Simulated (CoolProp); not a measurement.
Vapour-liquid equilibrium of octamethyltrisiloxane (MDM) (1) + octamethylcyclotetrasiloxane (D4) (2) at 418.2 K; x and y are mole fractions of (1).

Values from CoolProp's multi-fluid Helmholtz-energy mixture model, Thol 2017 and Thol 2015; pair parameters Bell 2016.

| x | bubble pressure (bar) | y at the bubble point | dew pressure at overall composition x (bar) | liquid density (mol/L) |
|---|---|---|---|---|
| 0.05 | 0.4539 | ? | 0.4432 | 2.728 |
| 0.2 | ? | ? | 0.4813 | ? |
| 0.35 | 0.5754 | 0.499 | 0.5251 | 2.778 |
| 0.5 | 0.6330 | 0.645 | ? | 2.804 |
| 0.65 | 0.6908 | 0.770 | ? | 2.831 |
| 0.8 | 0.7498 | 0.879 | 0.7061 | 2.858 |
| 0.95 | 0.8102 | 0.972 | 0.7950 | 2.885 |

Problem. Some entries are withheld; supply them.

Solution. 
- 0.05, y at the bubble point: 0.094
- 0.2, bubble pressure (bar): 0.5166
- 0.2, y at the bubble point: 0.322
- 0.2, liquid density (mol/L): 2.753
- 0.5, dew pressure at overall composition x (bar): 0.5758
- 0.65, dew pressure at overall composition x (bar): 0.6351

No azeotrope shows between x = 0.05 and 0.95.

Pair parameters are fitted to limited data, so mixtures are less certain than the pure fluids.
